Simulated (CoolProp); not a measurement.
A single-stage vapour-compression cycle with R143a: evaporating at 243.15 K (dew point), condensing at 267.15 K (bubble point), superheat 10 K, subcooling 0 K, compressor efficiency 0.6, no pressure losses. Each further row changes one setting.

The numbers come from the reference Helmholtz-energy equation of state, Lemmon and Jacobsen 2000 in CoolProp.

```tsv
case	cooling COP	pressure ratio	discharge temperature (K)	refrigerating effect (kJ/kg)	volumetric capacity (kJ/m³)
as stated	5.41	2.38	296.5	189	1740
evaporating temperature 248.15 K	7.11	1.96	292.0	___	2130
condensing temperature 262.15 K	___	2.02	288.1	196	1810
subcooling 5 K	5.62	2.38	296.5	196	1810
superheat 20 K	5.40	2.38	307.2	198	1740
compressor efficiency 0.5	___	2.38	303.3	189	1740
```

Task: Fill in the missing entries.

Result: 
- evaporating temperature 248.15 K, refrigerating effect (kJ/kg): 192
- condensing temperature 262.15 K, cooling COP: 6.99
- compressor efficiency 0.5, cooling COP: 4.51
